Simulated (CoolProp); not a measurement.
A closed Brayton cycle with dry air: compressor inlet 313.15 K and 6.2 MPa, high pressure 11.6 MPa, turbine inlet 660 K, compressor efficiency 0.85, turbine efficiency 0.93, recuperator effectiveness 0.8 (on enthalpy, no pinch check). Each further row changes one setting.

The numbers come from the reference Helmholtz-energy equation of state, Lemmon 2000 in CoolProp. It is a pseudo-pure fit of the blend.

| case | thermal efficiency (%) | net work (kJ/kg) | compressor to turbine work | compressor exit (K) | turbine exit (K) |
|---|---|---|---|---|---|
| as stated | 21.2 | 31.3 | 0.70 | 386.2 | 563.0 |
| turbine inlet 610 K | 17.9 | ? | 0.76 | 386.2 | 519.3 |
| compressor inlet 323.15 K | 19.9 | 28.7 | 0.73 | ? | 563.0 |
| high pressure 9.86 MPa | 20.2 | 26.2 | 0.67 | ? | 586.8 |
| recuperator effectiveness 0.5 | 15.4 | 31.3 | 0.70 | 386.2 | 563.0 |

Task: What belongs in the gaps?

Result: 
- turbine inlet 610 K, net work (kJ/kg): 23.2
- compressor inlet 323.15 K, compressor exit (K): 398.4
- high pressure 9.86 MPa, compressor exit (K): 366.0
